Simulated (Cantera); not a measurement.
Feed: 1 mol Cr, 2 mol O2, 7.7 mol H2, equilibrated at 2573 K and 1 atm.

Method: chemical equilibrium by Gibbs-energy minimisation in Cantera with the NASA 1993 tables (ideal gas, pure condensed phases). Candidate condensed phases: Cr, Cr2O3, H2O; 13 gas species. Equilibrium is a limit: real reactors are often held back by kinetics, nucleation or transport.

Base state: H2 0.627, H2O 0.328, H 0.0270, Cr 0.00930, CrO 0.00533, OH 0.00317, CrO2 0.000871, O 8.89e-5 (mole fractions); condensed: Cr2O3(s).

Problem. What changes in the equilibrium state with this change: H2 from 7.7 to 3.3 mol?

Solution. 
```json
[
 {"species": "H2O", "before": "0.328", "after": "0.730"},
 {"species": "H2", "before": "0.627", "after": "0.236"},
 {"species": "H", "before": "0.0270", "after": "0.0166"},
 {"species": "OH", "before": "0.00317", "after": "0.0115"},
 {"species": "CrO", "before": "0.00533", "after": "0.00219"},
 {"species": "O2", "before": "1.90e-5", "after": "0.000665"},
 {"species": "Cr", "before": "0.00930", "after": "0.000645"},
 {"species": "Cr2O3(s), mol", "before": "0.438", "after": "0.492"}
]
```
Gases not in the tables: CrO2(OH)2.
